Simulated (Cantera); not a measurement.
Feed: 1 mol PbF2, a varied amount of H2, at 1723 K and 2.70 Pa.

Equilibrium computed with Cantera from the NASA thermochemical tables; the gas is ideal and each condensed phase is pure. Candidate condensed phases: Pb, PbF2; 16 gas species. The numbers say what is thermodynamically allowed, not how fast it happens.

Problem. At 71 mol H2, list the 4 most abundant gas species with their mole fractions, and the condensed phases.

Solution. H2 0.926, H 0.0338, HF 0.0269, Pb 0.0135. Condensed: gas only.
